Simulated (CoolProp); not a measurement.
R123 along the isotherm 357.1 K: Z from the reference equation and from simpler models built on Tc = 456.8 K, pc = 3662 kPa, ω = 0.282; each cubic takes its own stable root.

Computed with CoolProp (reference Helmholtz-energy equation of state, Younglove 1994). It is a modified Benedict-Webb-Rubin equation, recast in Helmholtz form.

```json
[
 {"p (kPa)": "1140", "phase": "liquid", "reference": "0.04507"},
 {"p (kPa)": "2290", "phase": "liquid", "reference": "0.09008"},
 {"p (kPa)": "3430", "phase": "liquid", "reference": "0.1343"},
 {"p (kPa)": "4580", "phase": "liquid", "reference": "0.1785"},
 {"p (kPa)": "5720", "phase": "liquid", "reference": "0.2219"},
 {"p (kPa)": "6870", "phase": "liquid", "reference": "0.2654"},
 {"p (kPa)": "8010", "phase": "liquid", "reference": "0.3082"},
 {"p (kPa)": "9150", "phase": "liquid", "reference": "0.3508"}
]
```

Task: How far does each simpler model (van der Waals, Redlich-Kwong) lie from the reference over these 8 states: mean and median of the absolute difference, and the worst?

Result: 
- van der Waals: mean 261.0 %, median 60.2 %, worst +1668.1 % at 357.1 K and 1140 kPa
- Redlich-Kwong: mean 14.8 %, median 14.6 %, worst +17.5 % at 357.1 K and 1140 kPa

At some of these states van der Waals gives the other phase, because its saturation line lies elsewhere.
